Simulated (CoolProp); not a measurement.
Vapour-liquid equilibrium of n-perfluorobutane (1) + R365MFC (2) at 0.288 MPa; x and y are mole fractions of (1).

Computed with CoolProp (multi-fluid Helmholtz-energy mixture model, Gao 2022 and Lemmon 2016; pair parameters Bell 2016).

| x | bubble temperature, mixture model (K) | bubble temperature, Raoult's law (K) | y, mixture model | y, Raoult's law |
|---|---|---|---|---|
| 0.05 | 332.6 | 341.9 | 0.339 | 0.155 |
| 0.15 | 318.0 | 334.8 | 0.611 | 0.390 |
| 0.25 | 311.6 | 328.6 | 0.705 | 0.557 |
| 0.35 | 308.5 | 323.3 | 0.748 | 0.677 |
| 0.45 | 306.6 | 318.6 | 0.776 | 0.767 |
| 0.55 | 305.2 | 314.5 | 0.800 | 0.835 |
| 0.65 | 304.0 | 310.8 | 0.826 | 0.888 |
| 0.75 | 302.8 | 307.5 | 0.858 | 0.929 |
| 0.85 | 301.7 | 304.5 | 0.901 | 0.962 |
| 0.95 | 300.8 | 301.8 | 0.961 | 0.989 |

The largest gap from Raoult's law is -17.0 K in bubble temperature, at x = 0.25. No azeotrope shows between x = 0.05 and 0.95.

Pair parameters are fitted to limited data, so mixtures are less certain than the pure fluids. With so large a gap from Raoult's law the liquid may split in two, which this calculation doesn't test in full.
